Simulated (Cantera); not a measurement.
A Cantera script and what it prints.

```python
import numpy as np
import cantera as ct

gas_names = """
    CL CL2 H HCL H2 Si SiCL SiCL2 SiCL3 SiCL4 SiH SiHCL3 SiH2 SiH2CL2 SiH3 SiH3CL SiH4 Si2 Si3
""".split()
cond_names = """
    Si(cr) Si(L)
""".split()


# ... load() reads the species with a 1 bar reference pressure and builds the phases ...
atoms = {
    'SiCl4': {'Si': 1, 'CL': 4},
    'H2': {'H': 2},
}
top_T = {}  # K; cautious upper limits of use, not melting points


# ... equilibrate(T, P, feed) seeds the gas with the atoms and calls Mixture.equilibrate('TP', solver="vcs", rtol=1e-11, max_steps=5000) ...
results = []
feed = {'SiCl4': 1, 'H2': 3.7}  # mol
P = 3100  # Pa
for T in [1573, 1623, 1673, 1723, 1773, 1823, 1873, 1923, 1973, 2023, 2073, 2123, 2173]:
    mix = equilibrate(T, P, feed)
    results.append((T, P, feed, dict(zip(mix.species_names, mix.species_moles))))
    x = sorted(zip(gas.X, gas.species_names), reverse=True)
    print(f"T = {T:g} K  P = {P:g} Pa  gas = {mix.phase_moles(0):.4g} mol")
    print("   x: " + "  ".join(f"{s} {v:.3e}" for v, s in x if v > 1e-05))
    print("   condensed (mol): " + ("  ".join(f"{mix.phase(i).name} {mix.phase_moles(i):.4g}"
          for i in range(1, mix.n_phases) if mix.phase_moles(i) > 1e-12) or "none"))
```

Output:

```
T = 1573 K  P = 3100 Pa  gas = 5.602 mol
   x: H2 4.981e-01  HCL 3.231e-01  SiCL2 1.512e-01  SiCL3 1.941e-02  SiCL4 6.552e-03  SiHCL3 1.339e-03  H 1.630e-04  CL 8.402e-05  SiH2CL2 4.514e-05  SiCL 1.228e-05
   condensed (mol): none
T = 1623 K  P = 3100 Pa  gas = 5.631 mol
   x: H2 4.909e-01  HCL 3.311e-01  SiCL2 1.573e-01  SiCL3 1.572e-02  SiCL4 3.669e-03  SiHCL3 8.428e-04  H 2.750e-04  CL 1.461e-04  SiH2CL2 3.267e-05  SiCL 2.342e-05
   condensed (mol): none
T = 1673 K  P = 3100 Pa  gas = 5.651 mol
   x: H2 4.860e-01  HCL 3.364e-01  SiCL2 1.616e-01  SiCL3 1.266e-02  SiCL4 2.069e-03  SiHCL3 5.364e-04  H 4.509e-04  CL 2.437e-04  SiCL 4.291e-05  SiH2CL2 2.398e-05
   condensed (mol): none
T = 1723 K  P = 3100 Pa  gas = 5.666 mol
   x: H2 4.826e-01  HCL 3.398e-01  SiCL2 1.647e-01  SiCL3 1.020e-02  SiCL4 1.186e-03  H 7.195e-04  CL 3.924e-04  SiHCL3 3.470e-04  SiCL 7.583e-05  SiH2CL2 1.786e-05
   condensed (mol): none
T = 1773 K  P = 3100 Pa  gas = 5.677 mol
   x: H2 4.801e-01  HCL 3.420e-01  SiCL2 1.668e-01  SiCL3 8.256e-03  H 1.120e-03  SiCL4 6.940e-04  CL 6.129e-04  SiHCL3 2.285e-04  SiCL 1.296e-04  Si 1.464e-05  SiH2CL2 1.350e-05
   condensed (mol): none
T = 1823 K  P = 3100 Pa  gas = 5.686 mol
   x: H2 4.781e-01  HCL 3.434e-01  SiCL2 1.683e-01  SiCL3 6.724e-03  H 1.701e-03  CL 9.323e-04  SiCL4 4.152e-04  SiCL 2.149e-04  SiHCL3 1.533e-04  Si 3.248e-05  SiH2CL2 1.034e-05
   condensed (mol): none
T = 1873 K  P = 3100 Pa  gas = 5.695 mol
   x: H2 4.763e-01  HCL 3.442e-01  SiCL2 1.693e-01  SiCL3 5.516e-03  H 2.530e-03  CL 1.385e-03  SiCL 3.464e-04  SiCL4 2.541e-04  SiHCL3 1.048e-04  Si 6.910e-05
   condensed (mol): none
T = 1923 K  P = 3100 Pa  gas = 5.704 mol
   x: H2 4.745e-01  HCL 3.445e-01  SiCL2 1.698e-01  SiCL3 4.558e-03  H 3.685e-03  CL 2.013e-03  SiCL 5.439e-04  SiCL4 1.589e-04  Si 1.413e-04  SiHCL3 7.281e-05  SiH 1.403e-05
   condensed (mol): none
T = 1973 K  P = 3100 Pa  gas = 5.716 mol
   x: H2 4.724e-01  HCL 3.445e-01  SiCL2 1.699e-01  H 5.267e-03  SiCL3 3.793e-03  CL 2.870e-03  SiCL 8.332e-04  Si 2.784e-04  SiCL4 1.015e-04  SiHCL3 5.141e-05  SiH 2.437e-05  SiH2 1.174e-05
   condensed (mol): none
T = 2023 K  P = 3100 Pa  gas = 5.73 mol
   x: H2 4.699e-01  HCL 3.441e-01  SiCL2 1.694e-01  H 7.394e-03  CL 4.021e-03  SiCL3 3.176e-03  SiCL 1.246e-03  Si 5.292e-04  SiCL4 6.611e-05  SiH 4.108e-05  SiHCL3 3.683e-05  SiH2 1.637e-05
   condensed (mol): none
T = 2073 K  P = 3100 Pa  gas = 5.748 mol
   x: H2 4.667e-01  HCL 3.436e-01  SiCL2 1.683e-01  H 1.020e-02  CL 5.545e-03  SiCL3 2.674e-03  SiCL 1.820e-03  Si 9.709e-04  SiH 6.716e-05  SiCL4 4.385e-05  SiHCL3 2.671e-05  SiH2 2.233e-05
   condensed (mol): none
T = 2123 K  P = 3100 Pa  gas = 5.773 mol
   x: H2 4.625e-01  HCL 3.429e-01  SiCL2 1.665e-01  H 1.386e-02  CL 7.540e-03  SiCL 2.595e-03  SiCL3 2.261e-03  Si 1.719e-03  SiH 1.064e-04  SiH2 2.973e-05  SiCL4 2.958e-05  SiHCL3 1.957e-05
   condensed (mol): none
T = 2173 K  P = 3100 Pa  gas = 5.805 mol
   x: H2 4.568e-01  HCL 3.423e-01  SiCL2 1.635e-01  H 1.852e-02  CL 1.013e-02  SiCL 3.608e-03  Si 2.933e-03  SiCL3 1.917e-03  SiH 1.629e-04  SiH2 3.851e-05  SiCL4 2.028e-05  SiHCL3 1.446e-05  Si2 1.431e-05
   condensed (mol): none
```

These are equilibrium values from Cantera (NASA tables, ideal gas, pure condensed phases), not measurements of a reactor. The tables' values for SiCl3, SiCl are old estimates; treat these amounts as uncertain. Gases not in the tables: Si2H6 and higher silanes.
